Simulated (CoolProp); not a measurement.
Values from CoolProp's reference Helmholtz-energy equation of state, Gao 2022.

Task: For n-perfluorohexane, give the phase and the density (kg/m³), cv (kJ/(kg K)), isothermal compressibility (1/MPa), expansivity (1/kK) at 450 K and 4.75 MPa; 450 K and 7.92 MPa.

Result: 
- 450 K and 4.75 MPa: supercritical; density 1160, cv 1.03, isothermal compressibility 0.0329, expansivity 4.48
- 450 K and 7.92 MPa: supercritical; density 1250, cv 1.02, isothermal compressibility 0.0163, expansivity 2.94
